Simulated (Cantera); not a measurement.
Si + HCl + N₂ (silicon etching in halogen gases)

Charge: 1 mol Si, a varied amount of HCl, 0.12 mol N₂, equilibrated at 8.60 Pa.

Cantera equilibrium calculation (NASA polynomials, part measured and part estimated; ideal gas, pure solids and liquids). Candidate condensed phases: NH₄Cl, Si, Si₃N₄; 28 gas species. N₂ is the only nitrogen source here; it is nearly inert below about 1500 K, so the nitride shown seldom forms there in practice. Mutual solubility and eutectic melting of coexisting phases are not modelled. The tables' values for SiCl₃ are old estimates. Kinetics and transport are ignored.

Stable condensed phases:

```
T in K \ n(HCl) in mol
         1.7 2.4 3.1 3.8 4.5 5.2   6 6.7 7.4
   1673    A   A   B   B   B   B   B   B   B
   1598    A   A   B   B   B   B   B   B   B
   1523    A   A   B   B   B   B   B   B   B
   1448    A   A   B   B   B   B   B   B   B
   1373    C   C   B   B   B   B   B   B   B
   1298    C   D   D   B   B   B   B   B   B
   1223    C   D   D   D   D   B   B   B   B
   1148    C   C   D   D   D   D   D   B   B
   1073    C   C   D   D   D   D   D   D   B
    998    C   C   C   D   D   D   D   D   B
    923    C   C   C   D   D   D   D   D   B
    848    C   C   C   D   D   D   D   D   B
    773    C   C   C   D   D   D   D   B   B
```

A: Si; B: gas only; C: Si + Si₃N₄; D: Si₃N₄.
